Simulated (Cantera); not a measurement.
Gas mixture: 73.9 % CO, 26.1 % N₂, at 10.00 Torr, frozen composition.

Cantera's kinetic-theory transport with the Lennard-Jones parameters of GRI-Mech 3.0, ideal gas; thermal conductivity in the multicomponent form.

One state of this run: ρ (kg/m³) = 0.00449; cp (J/kg/K) = 1180; μ (µPa s) = 41.0; λ (mW/m/K) = 67.8; Pr = 0.713; D (cm²/s) O = 188; D (cm²/s) H₂ = 442; D (cm²/s) CH₄ = 134. D: mixture-averaged diffusion coefficient of that species in the mixture.

### Question
Which value of T (K) does it belong to?
A) 1200
B) 1000
C) 400
D) 1100

### Answer
B, 1000
